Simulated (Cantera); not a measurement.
A Cantera script and what it prints.

```python
import numpy as np
import cantera as ct

gas_names = """
    CL CL2 H HCL H2 Si SiCL SiCL2 SiCL3 SiCL4 SiH SiHCL3 SiH2 SiH2CL2 SiH3 SiH3CL SiH4 Si2 Si3
""".split()
cond_names = """
    Si(cr) Si(L)
""".split()


def load(file, names, dense=False):
    # The tables refer to 1 bar. Condensed volumes are neglected.
    table = {s.name: s for s in ct.Species.list_from_file(file)}
    out = []
    for n in names:
        d = dict(table[n].input_data)
        d["thermo"] = dict(d["thermo"], **{"reference-pressure": 1e5})
        if dense:
            d["equation-of-state"] = {"model": "constant-volume", "density": "1e6 g/cm^3"}
        out.append(ct.Species.from_dict(d))
    return out


gas = ct.Solution(thermo="ideal-gas", species=load("nasa_gas.yaml", gas_names))
cond = {s.name: ct.Solution(thermo="fixed-stoichiometry", species=[s], name=s.name)
        for s in load("nasa_condensed.yaml", cond_names, dense=True)}
atoms = {
    'Si': {'Si': 1},
    'Cl2': {'CL': 2},
    'H2': {'H': 2},
}
top_T = {}  # K; cautious upper limits of use, not melting points


def equilibrate(T, P, feed):
    n = {}
    for name, mol in feed.items():
        for a, k in atoms[name].items():
            n[a] = n.get(a, 0.0) + k * mol
    gas.TPX = T, P, n
    mass = sum(n.values()) * gas.mean_molecular_weight
    gas.equilibrate("TP")
    valid = [c for c in cond.values() if c.min_temp <= T <= top_T.get(c.name, c.max_temp)]
    mix = ct.Mixture([(gas, mass / gas.mean_molecular_weight)] + [(c, 0.0) for c in valid])
    mix.T, mix.P = T, P
    mix.equilibrate("TP", solver="vcs", rtol=1e-11, max_steps=5000)
    return mix


results = []
T = 1123.15  # K
P = 150000  # Pa
for m in [0.5, 0.66, 0.82, 0.97, 1.1, 1.3, 1.4, 1.6, 1.8, 1.9, 2.1, 2.2]:
    feed = {'Si': 1, 'Cl2': m, 'H2': 0.8}  # mol
    mix = equilibrate(T, P, feed)
    results.append((T, P, feed, dict(zip(mix.species_names, mix.species_moles))))

top = {s: max(r[3][s] / sum(r[3][g] for g in gas_names) for r in results) for s in gas_names}
cols = sorted((s for s in top if top[s] > 0.001), key=lambda s: -top[s])[:9]
seen = [c for c in cond_names if any(r[3].get(c, 0) > 1e-12 for r in results)]
print("log10 of partial pressures in bar; condensed amounts in mol")
print(f"{'n(Cl2)':>10s}" + "".join(f"{s[:9]:>10s}" for s in cols + seen))
for T, P, feed, n in results:
    ng = sum(n[g] for g in gas_names)
    print(f"{feed['Cl2']:10.4g}" + "".join(f"{np.log10(max(n[s] / ng * P / 1e5, 1e-99)):10.3f}" for s in cols)
          + "".join(f"{n.get(c, 0):10.4g}" for c in seen))
```

It prints:

```
log10 of partial pressures in bar; condensed amounts in mol
    n(Cl2)        H2     SiCL4       HCL    SiHCL3     SiCL3   SiH2CL2     SiCL2    Si(cr)
       0.5     0.030    -0.596    -1.399    -0.933    -2.096    -2.181    -2.503    0.7319
      0.66    -0.007    -0.492    -1.391    -0.874    -2.019    -2.167    -2.451     0.647
      0.82    -0.042    -0.417    -1.390    -0.834    -1.962    -2.164    -2.413    0.5626
      0.97    -0.073    -0.361    -1.391    -0.808    -1.920    -2.167    -2.385    0.4836
       1.1    -0.098    -0.322    -1.394    -0.791    -1.891    -2.173    -2.365    0.4155
       1.3    -0.135    -0.273    -1.400    -0.773    -1.854    -2.185    -2.341    0.3108
       1.4    -0.152    -0.252    -1.404    -0.766    -1.838    -2.192    -2.331    0.2586
       1.6    -0.186    -0.217    -1.412    -0.756    -1.812    -2.207    -2.313    0.1545
       1.8    -0.217    -0.187    -1.420    -0.750    -1.789    -2.224    -2.298   0.05049
       1.9    -0.231    -0.173    -1.415    -0.755    -1.788    -2.249    -2.308         0
       2.1    -0.288    -0.124    -0.708    -1.469    -2.474    -3.726    -3.729         0
       2.2    -0.365    -0.136    -0.496    -1.770    -2.736    -4.316    -4.242         0
```

Equilibrium computed with Cantera from the NASA thermochemical tables; the gas is ideal and each condensed phase is pure. The tables' values for SiCl3 are old estimates; treat these amounts as uncertain.
